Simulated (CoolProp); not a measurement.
Vapour-liquid equilibrium of R114 (1) + n-hexane (2) at 299.3 K; x and y are mole fractions of (1).

The numbers come from the multi-fluid Helmholtz-energy mixture model, Platzer 1990 and Thol 2019; pair parameters Bell 2016 in CoolProp. This equation is an older, rougher fit; its heat capacities, sound speeds and derivatives of the liquid may be far off and weren't checked against measurements.

```json
[
 {"x": "0.05", "bubble pressure (MPa)": "0.03860", "y at the bubble point": "0.472", "dew pressure at overall composition x (MPa)": "0.02226", "liquid density (mol/L)": "7.626"},
 {"x": "0.15", "bubble pressure (MPa)": "0.06883", "y at the bubble point": "0.727", "dew pressure at overall composition x (MPa)": "0.02475", "liquid density (mol/L)": "7.707"},
 {"x": "0.25", "bubble pressure (MPa)": "0.09388", "y at the bubble point": "0.817", "dew pressure at overall composition x (MPa)": "0.02786", "liquid density (mol/L)": "7.789"},
 {"x": "0.35", "bubble pressure (MPa)": "0.1149", "y at the bubble point": "0.864", "dew pressure at overall composition x (MPa)": "0.03186", "liquid density (mol/L)": "7.872"},
 {"x": "0.45", "bubble pressure (MPa)": "0.1331", "y at the bubble point": "0.894", "dew pressure at overall composition x (MPa)": "0.03719", "liquid density (mol/L)": "7.958"},
 {"x": "0.55", "bubble pressure (MPa)": "0.1494", "y at the bubble point": "0.917", "dew pressure at overall composition x (MPa)": "0.04463", "liquid density (mol/L)": "8.045"},
 {"x": "0.65", "bubble pressure (MPa)": "0.1648", "y at the bubble point": "0.936", "dew pressure at overall composition x (MPa)": "0.05571", "liquid density (mol/L)": "8.136"},
 {"x": "0.75", "bubble pressure (MPa)": "0.1801", "y at the bubble point": "0.953", "dew pressure at overall composition x (MPa)": "0.07387", "liquid density (mol/L)": "8.230"},
 {"x": "0.85", "bubble pressure (MPa)": "0.1960", "y at the bubble point": "0.971", "dew pressure at overall composition x (MPa)": "0.1079", "liquid density (mol/L)": "8.329"},
 {"x": "0.95", "bubble pressure (MPa)": "0.2132", "y at the bubble point": "0.990", "dew pressure at overall composition x (MPa)": "0.1771", "liquid density (mol/L)": "8.434"}
]
```

No azeotrope shows between x = 0.05 and 0.95.

The pair parameters rest on a limited set of measurements; away from them the model extrapolates.
